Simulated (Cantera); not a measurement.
**Reactions in the system C-Cu-F**

Source: NASA polynomial tables (part measured, part estimated), evaluated in Cantera. Values are per mole of reaction as written; species without (g) are pure solids or liquids, kept so even where they would boil at 1 bar. The tables' values for C2F4 are old estimates.

2 CF3(g) + Cu ⇌ C2F4(g) + CuF2(g)

```
T (K)  ΔH° (kJ)  ΔS° (J/K)  ΔG° (kJ)  log10 K  condensed phases
-----  --------  ---------  --------  -------  ----------------
1073       14.5        4.0      10.1    -0.49             Cu(s)
1173       13.9        3.6       9.8    -0.43             Cu(s)
1273       13.3        3.1       9.4    -0.39             Cu(s)
1373       -0.6       -7.2       9.3    -0.35             Cu(l)
1473       -1.4       -7.7      10.0    -0.36             Cu(l)
1573       -2.1       -8.3      10.8    -0.36             Cu(l)
1673       -2.9       -8.7      11.7    -0.37             Cu(l)
1773       -3.7       -9.2      12.6    -0.37             Cu(l)
1873       -4.4       -9.6      13.5    -0.38             Cu(l)
```
